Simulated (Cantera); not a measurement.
# Carbothermic reduction: Fe2O3 + CO + N2 + C

Input: 1 mol Fe2O3, 1.4 mol CO, 0.11 mol N2, 3.6 mol C, at 0.133 bar.

These are equilibrium values from Cantera (NASA tables, ideal gas, pure condensed phases), not measurements of a reactor. Candidate condensed phases: C, Fe, Fe(CO)5, FeO, Fe2O3, Fe3O4; 27 gas species. Iron dissolves carbon and melts from about 1420 K in contact with it, which pure phases cannot show. Condensed phases not in the tables: cementite and carbon dissolved in iron. Kinetics and transport are ignored.

```
T (K)   x CO      x Fe    x N2    x CO2     x CN  n C(graphite)  n Fe(δ)  n Fe(l)
-----  -----  --------  ------  -------  -------  -------------  -------  -------
1748   0.975  0.000101  0.0244  1.31e-5  5.57e-9          0.600     2.00        0
1848   0.975  0.000428  0.0244  7.15e-6  2.81e-8          0.600        0     2.00
1948   0.974   0.00150  0.0244  4.18e-6  1.20e-7          0.600        0     1.99
2048   0.971   0.00463  0.0243  2.57e-6  4.44e-7          0.600        0     1.98
2148   0.963    0.0128  0.0241  1.64e-6  1.45e-6          0.600        0     1.94
2248   0.944    0.0320  0.0236  1.07e-6  4.21e-6          0.600        0     1.85
2348   0.904    0.0738  0.0226  6.88e-7  1.10e-5          0.600        0     1.64
```
x: gas mole fraction; n: condensed amount in mol.

At 1748 K the condensed part is C(graphite) + Fe(δ). From 1848 K to 2348 K the condensed part is C(graphite) + Fe(l). The main Fe-bearing gas is Fe throughout. The share of Fe in condensed phases is highest at 1748 K (100.0 %) and lowest at 2348 K (82.0 %).
